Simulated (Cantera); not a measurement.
A closed system holds: 1 mol Al, a varied amount of Cl2, at 0.00540 bar.

Method: chemical equilibrium by Gibbs-energy minimisation in Cantera with the NASA 1993 tables (ideal gas, pure condensed phases). Candidate condensed phases: Al, AlCl3; 8 gas species. The tables' values for AlCl2 are old estimates. The numbers say what is thermodynamically allowed, not how fast it happens.

**Question.** What condenses at these points (T in K, n(Cl2) in mol): (1275, 0.33); (1150, 1.4); (1175, 1.4); (1225, 0.33); (1075, 2.5)?

**Answer.** 
```tsv
T (K)	n(Cl2) in mol	condensed phases	Al condensed (%)
1275	0.33	Al	36.2
1150	1.4	gas only	0.0
1175	1.4	gas only	0.0
1225	0.33	Al	39.5
1075	2.5	gas only	0.0
```
